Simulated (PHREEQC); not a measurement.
Consider water at 76 °C with 23 mmol/kgw HF and 3.1 mmol/kgw NaOH. Closed to the air; pH follows from the charge balance.

The numbers come from PHREEQC with the ion-association model, phreeqc.dat.

```json
[
 {"quantity": "pH", "before": "2.92", "after": "3.32"},
 {"quantity": "ionic strength (mol/kgw)", "before": "0.00438", "after": "0.000802"},
 {"quantity": "HF (mol/kgw)", "before": "0.0183", "after": "0.00149"},
 {"quantity": "F- (mol/kgw)", "before": "0.00406", "after": "0.000797"},
 {"quantity": "HF2- (mol/kgw)", "before": "0.000322", "after": "5.15e-6"}
]
```

Q: What was changed between the two runs?
A. 0.0047 mol/kgw Na2SO4 added
B. diluted 10-fold with water
C. NaOH left out
D. NaOH from 0.0031 to 0.00279 mol/kgw

A: B, diluted 10-fold with water

Precipitation was switched off in this run. Constants without temperature data keep their 25 °C values here.
